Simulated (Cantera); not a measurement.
Nitride etching: Si₃N₄ + H₂ + N₂ + HCl

A closed system holds: 1 mol Si₃N₄, 1.4 mol H₂, 17 mol N₂, 30 mol HCl, held at 1377 °C.

These are equilibrium values from Cantera (NASA tables, ideal gas, pure condensed phases), not measurements of a reactor. Candidate condensed phases: NH₄Cl, Si, Si₃N₄; 28 gas species. The tables' values for SiCl₃, SiCl are old estimates; treat these amounts as uncertain. Rates play no part.

```
P (Pa)  x HCl   x N₂    x H₂  x SiCl₂   x SiCl₄      x Cl   x SiCl₃
------  -----  -----  ------  -------  --------  --------  --------
1       0.435  0.369  0.0966   0.0576   2.68e-6    0.0315  0.000265
5.20    0.457  0.374  0.0923   0.0582   1.62e-5    0.0148  0.000655
27      0.466  0.376  0.0904   0.0577   8.88e-5   0.00672   0.00153
140     0.469  0.377  0.0906   0.0557  0.000449   0.00297   0.00338
720     0.466  0.379  0.0936   0.0509   0.00202   0.00128   0.00684
3700    0.455  0.382   0.102   0.0410   0.00732  0.000528    0.0117
19000   0.435  0.387   0.116   0.0261    0.0191  0.000208    0.0151
100000  0.411  0.393   0.133   0.0116    0.0350   8.04e-5    0.0136
```
x: gas mole fraction; nothing condenses.

From 1.00 Pa to 1.00 bar nothing is condensed. The main Si-bearing gas is SiCl₂ at 1.00 Pa and SiCl₄ at 1.00 bar.
